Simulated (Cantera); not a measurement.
Feed: 1 mol SiH4, 1 mol H2O, 6.4 mol H2, at 1798.15 K and 1.00 bar.

Cantera equilibrium calculation (NASA polynomials, part measured and part estimated; ideal gas, pure solids and liquids). Candidate condensed phases: H2O, Si, SiO2; 18 gas species. Each liquid is taken as pure. Mutual solubility and eutectic melting of coexisting phases are not modelled. The tables hold silica as quartz up to 1696 K and as liquid above; real silica turns to tridymite and cristobalite and melts near 1996 K. Gases not in the tables: Si2H6 and higher silanes. Rates play no part.

Base state: H2 0.958, SiO 0.0412, H 0.000345, H2O 4.92e-5, SiH2 2.83e-5 (mole fractions); condensed: Si(l) + SiO2(condensed).

### Question
What changes in the equilibrium state with this change: pressure from 1.00 bar to 23.0 mbar?

### Answer
```tsv
species	before	after
H2	0.958	0.902
SiO	0.0412	0.0960
H	0.000345	0.00221
SiH2	2.83e-5	3.10e-6
Si	3.09e-6	1.56e-5
Si(l), mol	0.298	0
SiO2(condensed), mol	0.298	0
```
